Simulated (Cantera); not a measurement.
Feed: 1 mol Si(CH₃)₄, 0.027 mol HCl, 1.2 mol H₂, equilibrated at 1775 °C and 0.00290 bar.

Method: chemical equilibrium by Gibbs-energy minimisation in Cantera with the NASA 1993 tables (ideal gas, pure condensed phases). Candidate condensed phases: C, C₆H₆, C₇H₈, C₈H₁₈, Si, SiC; 109 gas species. Equilibrium is a limit: real reactors are often held back by kinetics, nucleation or transport.

Base state: H₂ 0.953, H 0.0406, HCl 0.00353, Si 0.00170, C₂H₂ (acetylene) 0.000999, Cl 0.000111, SiC₂ 8.75e-5, Si₂C 5.68e-5 (mole fractions); condensed: C(graphite) + SiC(s).

Problem. What changes in the equilibrium state with this change: Si(CH₃)₄ replaced by SiH₂Cl₂?

Solution. 
```json
[
 {"species": "H₂", "before": "0.953", "after": "0.532"},
 {"species": "HCl", "before": "0.00353", "after": "0.208"},
 {"species": "SiCl₂", "before": "1.93e-6", "after": "0.184"},
 {"species": "Si", "before": "0.00170", "after": "0.0261"},
 {"species": "H", "before": "0.0406", "after": "0.0303"},
 {"species": "C₂H₂ (acetylene)", "before": "0.000999", "after": "0"},
 {"species": "SiCl₃", "before": "<1e-9", "after": "0.000551"},
 {"species": "SiC₂", "before": "8.75e-5", "after": "0"},
 {"species": "Si₂C", "before": "5.68e-5", "after": "0"},
 {"species": "C(graphite), mol", "before": "3.00", "after": "0"},
 {"species": "SiC(s), mol", "before": "0.985", "after": "0"},
 {"species": "Si(l), mol", "before": "0", "after": "0.246"}
]
```
The tables' values for SiCl, SiCl₃ are old estimates; treat these amounts as uncertain. Gases not in the tables: Si₂H₆ and higher silanes.

Problem. What changes in the equilibrium state with this change: temperature from 1775 °C to 1177 °C?

Solution. 
```
species            before     after
----------------  -------  --------
H₂                  0.953     0.996
HCl               0.00353   0.00373
H                  0.0406  0.000175
Si                0.00170   6.32e-9
SiC₂              8.75e-5     <1e-9
Si₂C              5.68e-5     <1e-9
C(graphite), mol     3.00      3.00
SiC(s), mol         0.985     1.000
```

Problem. What changes in the equilibrium state with this change: temperature from 1775 °C to 1677 °C?

Solution. 
```json
[
 {"species": "H₂", "before": "0.953", "after": "0.974"},
 {"species": "H", "before": "0.0406", "after": "0.0210"},
 {"species": "HCl", "before": "0.00353", "after": "0.00363"},
 {"species": "Si", "before": "0.00170", "after": "0.000372"},
 {"species": "SiC₂", "before": "8.75e-5", "after": "1.21e-5"},
 {"species": "Si₂C", "before": "5.68e-5", "after": "8.22e-6"},
 {"species": "C(graphite), mol", "before": "3.00", "after": "3.00"},
 {"species": "SiC(s), mol", "before": "0.985", "after": "0.997"}
]
```
